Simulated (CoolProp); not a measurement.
A single-stage vapour-compression cycle with the fluoroketone C6F12O (FK-5-1-12): evaporating at 327.15 K (dew point), condensing at 388.15 K (bubble point), superheat 10 K, subcooling 5 K, compressor efficiency 0.9, no pressure losses. Each further row changes one setting.

Model: reference Helmholtz-energy equation of state, McLinden 2015, in CoolProp.

| case | cooling COP | pressure ratio | discharge temperature (K) | refrigerating effect (kJ/kg) | volumetric capacity (kJ/m³) |
|---|---|---|---|---|---|
| as stated | … | 5.31 | 388.1 | 30.2 | 437 |
| evaporating temperature 332.15 K | 2.84 | 4.50 | 388.1 | 34.4 | 582 |
| condensing temperature 383.15 K | … | 4.73 | 383.2 | 36.3 | 524 |
| subcooling 10 K | 2.75 | 5.31 | 388.1 | 36.3 | … |
| superheat 20 K | 2.71 | 5.31 | 388.1 | 39.4 | 549 |
| compressor efficiency 0.8 | 2.04 | 5.31 | 388.1 | 30.2 | 437 |

Q: Fill in the missing entries.

A: 
- as stated, cooling COP: 2.29
- condensing temperature 383.15 K, cooling COP: 2.89
- subcooling 10 K, volumetric capacity (kJ/m³): 525

The compression ends wet for: as stated; evaporating temperature 332.15 K; condensing temperature 383.15 K; subcooling 10 K; superheat 20 K; compressor efficiency 0.8.
